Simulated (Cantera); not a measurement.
# Thermodynamics of metals in furnace atmospheres, feed Al + NH3 + H2

Charge: 1 mol Al, 0.88 mol NH3, 10 mol H2, at 57.0 Pa.

Equilibrium computed with Cantera from the NASA thermochemical tables; the gas is ideal and each condensed phase is pure. Candidate condensed phases: Al, AlN; 13 gas species. Mutual solubility and eutectic melting of coexisting phases are not modelled. Equilibrium is a limit: real reactors are often held back by kinetics, nucleation or transport.

At 850 K the condensed part is Al(s) + AlN(s). From 950 K to 1450 K the condensed part is Al(l) + AlN(s). At 1550 K the condensed part is AlN(s).

```json
[
 {"T (K)": "850", "x H2": "1.00", "x Al": "9.82e-11", "x H": "8.58e-10", "x AlH": "2.44e-10", "x N2": "<1e-12", "x Al2": "<1e-12", "n Al(s)": "0.120", "n AlN(s)": "0.880", "n Al(l)": "0"},
 {"T (K)": "950", "x H2": "1.00", "x Al": "1.22e-8", "x H": "2.33e-8", "x AlH": "1.03e-8", "x N2": "<1e-12", "x Al2": "<1e-12", "n Al(s)": "0", "n AlN(s)": "0.880", "n Al(l)": "0.120"},
 {"T (K)": "1050", "x H2": "1.000", "x Al": "5.34e-7", "x H": "3.40e-7", "x AlH": "1.88e-7", "x N2": "<1e-12", "x Al2": "<1e-12", "n Al(s)": "0", "n AlN(s)": "0.880", "n Al(l)": "0.120"},
 {"T (K)": "1150", "x H2": "1.000", "x Al": "1.20e-5", "x H": "3.13e-6", "x AlH": "2.04e-6", "x N2": "<1e-12", "x Al2": "5.40e-11", "n Al(s)": "0", "n AlN(s)": "0.880", "n Al(l)": "0.120"},
 {"T (K)": "1250", "x H2": "1.000", "x Al": "0.000162", "x H": "2.02e-5", "x AlH": "1.50e-5", "x N2": "<1e-12", "x Al2": "2.33e-9", "n Al(s)": "0", "n AlN(s)": "0.880", "n Al(l)": "0.118"},
 {"T (K)": "1350", "x H2": "0.998", "x Al": "0.00148", "x H": "9.97e-5", "x AlH": "8.15e-5", "x N2": "1.09e-10", "x Al2": "5.68e-8", "n Al(s)": "0", "n AlN(s)": "0.880", "n Al(l)": "0.102"},
 {"T (K)": "1450", "x H2": "0.989", "x Al": "0.00988", "x H": "0.000394", "x AlH": "0.000346", "x N2": "6.23e-9", "x Al2": "8.78e-7", "n Al(s)": "0", "n AlN(s)": "0.880", "n Al(l)": "0.00297"},
 {"T (K)": "1550", "x H2": "0.988", "x Al": "0.0103", "x H": "0.00131", "x AlH": "0.000243", "x N2": "5.29e-6", "x Al2": "3.75e-7", "n Al(s)": "0", "n AlN(s)": "0.880", "n Al(l)": "0"}
]
```
x: gas mole fraction; n: condensed amount in mol.
